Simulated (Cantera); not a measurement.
Cantera run, input and output.

```python
import numpy as np
import cantera as ct

gas = ct.Solution("h2o2.yaml")
gas.TPX = 425, 11000, {'H2': 1, 'O2': 0.725, 'N2': 2.72}
flame = ct.FreeFlame(gas, width=0.19)
flame.set_refine_criteria(ratio=3, slope=0.08, curve=0.16)
flame.transport_model = "mixture-averaged"
flame.solve(loglevel=0, auto=True)
z, T = flame.grid, flame.T
thick = (T[-1] - T[0]) / np.gradient(T, z).max()
show = ['H2', 'O2', 'OH', 'HO2', 'O', 'H']
print(f"laminar burning velocity  {flame.velocity[0] * 100:.3f} cm/s")
print(f"burnt temperature         {T[-1]:.1f} K")
print(f"thermal thickness         {thick * 1e3:.4f} mm")
print(f"grid points               {len(z)}")
z0 = z[flame.heat_release_rate.argmax()]
print(f"{'z/mm':>9s}{'T/K':>9s}{'u/(m/s)':>9s}" + "".join(f"{s:>11s}" for s in show))
rows = []
for k in (-3, -2, -1.5, -1, -0.5, -0.25, 0, 0.25, 0.5, 1, 2, 4, 8):
    zz = z0 + k * thick
    rows.append([k * thick, np.interp(zz, z, T), np.interp(zz, z, flame.velocity),
                 *(np.interp(zz, z, flame.X[gas.species_index(s)]) for s in show)])
    print(f"{rows[-1][0] * 1e3:9.3f}{rows[-1][1]:9.1f}{rows[-1][2]:9.3f}" + "".join(f"{x:11.3e}" for x in rows[-1][3:]))
```

Output:

```
laminar burning velocity  240.967 cm/s
burnt temperature         2071.9 K
thermal thickness         7.1047 mm
grid points               132
     z/mm      T/K  u/(m/s)         H2         O2         OH        HO2          O          H
  -21.314    425.0    2.410  2.250e-01  1.631e-01  3.984e-18  1.387e-14  4.689e-16  9.549e-18
  -14.209    425.0    2.410  2.250e-01  1.631e-01  6.285e-16  2.417e-12  7.399e-14  2.016e-15
  -10.657    425.0    2.410  2.250e-01  1.631e-01  1.566e-14  7.270e-11  1.843e-12  1.033e-13
   -7.105    425.0    2.410  2.249e-01  1.631e-01  3.641e-12  2.321e-08  3.155e-10  4.788e-10
   -3.552    431.7    2.440  2.221e-01  1.635e-01  1.786e-05  6.610e-05  2.116e-06  3.385e-05
   -1.776    611.9    3.390  1.934e-01  1.601e-01  4.764e-04  4.905e-05  1.070e-04  4.309e-03
    0.000   1007.4    5.408  9.751e-02  1.260e-01  1.915e-03  1.776e-05  4.803e-03  3.250e-02
    1.776   1279.8    6.804  2.848e-02  7.714e-02  5.907e-03  8.909e-06  1.316e-02  4.664e-02
    3.552   1405.3    7.427  2.062e-02  6.791e-02  7.998e-03  6.622e-06  1.447e-02  4.032e-02
    7.105   1539.8    8.073  1.943e-02  6.440e-02  1.015e-02  5.096e-06  1.337e-02  2.997e-02
   14.209   1678.1    8.716  1.722e-02  6.150e-02  1.188e-02  3.840e-06  1.111e-02  1.990e-02
   28.419   1808.4    9.304  1.361e-02  5.910e-02  1.256e-02  2.764e-06  8.213e-03  1.150e-02
   56.838   1917.5    9.785  9.337e-03  5.745e-02  1.181e-02  1.898e-06  5.322e-03  5.618e-03
```

Model: the H2/O2 subset of GRI-Mech 3.0, which has no nitrogen chemistry, integrated in Cantera. Burning velocities carry a grid error of a few per cent, more on coarse grids. Lean hydrogen flames are cellular in practice and burn faster than this planar one.
